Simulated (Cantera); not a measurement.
Feed: 1 mol Ti, 0.83 mol O2, 93 mol H2, at 2173.15 K and 240 Pa.

Method: chemical equilibrium by Gibbs-energy minimisation in Cantera with the NASA 1993 tables (ideal gas, pure condensed phases). Candidate condensed phases: H2O, Ti, TiO, TiO2, Ti2O3, Ti3O5, Ti4O7; 12 gas species. Rates play no part.

Base state: H2 0.902, H 0.0936, H2O 0.00251, TiO 0.00195, TiO2 0.000239, OH 3.48e-5, Ti 3.37e-5 (mole fractions); condensed: Ti2O3(l).

Problem. What changes in the equilibrium state with this change: temperature from 2173.15 K to 1423 K?

Solution. 
```csv
species,before,after
H2,0.902,1.000
H2O,0.00251,0.000204
H,0.0936,0.000136
TiO,0.00195,<1e-9
TiO2,0.000239,<1e-9
OH,3.48e-5,<1e-9
Ti,3.37e-5,<1e-9
"Ti2O3(l), mol",0.391,0
"Ti2O3(s), mol",0,0.0769
"Ti3O5(s), mol",0,0.282
```
Mutual solubility and eutectic melting of coexisting phases are not modelled.

Problem. What changes in the equilibrium state with this change: pressure from 240 Pa to 7100 Pa?

Solution. 
```
species          before    after
-------------  --------  -------
H2                0.902    0.980
H                0.0936   0.0179
H2O             0.00251  0.00174
TiO             0.00195  8.25e-5
TiO2           0.000239  6.46e-6
Ti              3.37e-5  2.23e-6
OH              3.48e-5  4.27e-6
Ti2O3(l), mol     0.391    0.496
```
